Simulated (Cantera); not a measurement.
# Ignition delay

Mixture: C₃H₈ : O₂ : N₂ = 1 : 6.94 : 42.4 (molar parts), equivalence ratio 0.72, at 0.326 atm, adiabatic and at constant volume. Ignition delay is the time to a rise of 400 K.

Detailed kinetics in Cantera: GRI-Mech 3.0 (53 species, 325 reactions). GRI-Mech 3.0 was tuned for natural gas; its chemistry of propane as a main component is partial and can be far from experiment.

```csv
T0 (K),delay (ms)
1023,879
1123,68.6
1223,7.77
1323,1.40
1423,0.389
1523,0.155
1623,0.0803
1723,0.0491
1823,0.0337
```

```
Item                                                     Value
--------------------------------------------------  ----------
apparent activation energy between 1623 and 1823 K  110 kJ/mol
```
